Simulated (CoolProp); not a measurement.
A Linde-Hampson liquefier for nitrogen: isothermal reversible compression at 300 K from 1 atm to 30 MPa, throttling to 1 atm, return gas leaving the recuperator 10 K below the feed. Each further row changes one setting.

Model: reference Helmholtz-energy equation of state, Span 2000, in CoolProp.

| case | liquid yield per pass | compression work (kJ/kg of gas) |
|---|---|---|
| as stated | 0.066 | 511 |
| high pressure 60 MPa | 0.057 | 591 |
| warm-end temperature 330 K | 0.043 | 566 |
| warm-end gap 15 K | 0.055 | 511 |
